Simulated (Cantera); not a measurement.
**Low-pressure radical oxidation in H2/O2**

A perfectly stirred reactor is fed with 27.5 % H2, 61.0 % O2, 11.0 % N2, 0.543 % H2O, equivalence ratio 0.23, at 0.0263 atm; it is held at 1125 K, and followed from long to short residence time.

Model: the H2/O2 subset of GRI-Mech 3.0, which has no nitrogen chemistry, integrated in Cantera. Radical loss at walls, strong at low pressure, is not modelled. The temperature is held fixed by assumption; the heat of reaction is taken as removed at once.

```csv
τ (s),x H2,x O2,x H2O2,x O,x H2O
3.0,0.000366,0.548,6.19e-7,0.000400,0.324
0.85,0.000824,0.547,8.59e-7,0.000925,0.323
0.24,0.00182,0.546,1.10e-6,0.00212,0.320
0.069,0.00390,0.544,1.30e-6,0.00468,0.316
0.020,0.00812,0.539,1.37e-6,0.00993,0.305
0.0055,0.0169,0.530,1.28e-6,0.0202,0.279
0.0016,0.0326,0.517,1.08e-6,0.0329,0.232
0.00045,0.0657,0.517,9.83e-7,0.0365,0.173
0.00013,0.146,0.550,7.86e-7,0.0232,0.0988
```
x: mole fraction; the columns are a selection and need not sum to one.
